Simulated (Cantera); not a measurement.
# Adiabatic ignition

An adiabatic, constant-volume homogeneous reactor starts with CH₄ : O₂ : N₂ : H₂O = 1 : 5.56 : 20.9 : 5.9 (molar parts), equivalence ratio 0.36, at 1350 K and 230000 Pa.

Detailed kinetics in Cantera: GRI-Mech 3.0 (53 species, 325 reactions).

```
t (s)     T (K)  P (bar)   x CH₄   x O₂  x H₂O       x O    x C₂H₄
--------  -----  -------  ------  -----  -----  --------  --------
1.00e-6    1350     2.30  0.0300  0.167  0.177  1.47e-10    <1e-12
2.70e-6    1350     2.30  0.0300  0.167  0.177  2.65e-10    <1e-12
7.30e-6    1350     2.30  0.0300  0.167  0.177  3.68e-10    <1e-12
1.97e-5    1350     2.30  0.0300  0.167  0.177  6.41e-10  1.24e-12
5.34e-5    1350     2.30  0.0300  0.167  0.177   1.51e-9  3.63e-11
0.000144   1350     2.30  0.0300  0.167  0.177   5.04e-9   1.48e-9
0.000390   1350     2.30  0.0299  0.167  0.177   2.30e-8   9.54e-8
0.00105    1352     2.30  0.0297  0.166  0.177   8.22e-8   4.11e-6
0.00285    2100     3.58  <1e-12  0.106  0.235  0.000246    <1e-12
0.00770    2100     3.58  <1e-12  0.106  0.235  0.000241    <1e-12
0.0208     2100     3.58  <1e-12  0.106  0.235  0.000240    <1e-12
0.0562     2099     3.58  <1e-12  0.106  0.235  0.000238    <1e-12
0.152      2096     3.58  <1e-12  0.105  0.235  0.000234    <1e-12
0.411      2092     3.57  <1e-12  0.104  0.235  0.000225    <1e-12
1.11       2086     3.56  <1e-12  0.103  0.235  0.000216    <1e-12
3.00       2085     3.56  <1e-12  0.103  0.235  0.000214    <1e-12
```
x: mole fraction; the columns are a selection and need not sum to one.

| Quantity | Result |
|---|---|
| time of steepest temperature rise | 2.67 ms |
| temperature at 3.00 s | 2085 K |
| equilibrium temperature | 2085 K |
| x(CH₄) at 3.00 s | <1e-12 (gas-phase equilibrium <1e-12) |
| x(O₂) at 3.00 s | 0.103 (gas-phase equilibrium 0.103) |
| x(H₂O) at 3.00 s | 0.235 (gas-phase equilibrium 0.235) |
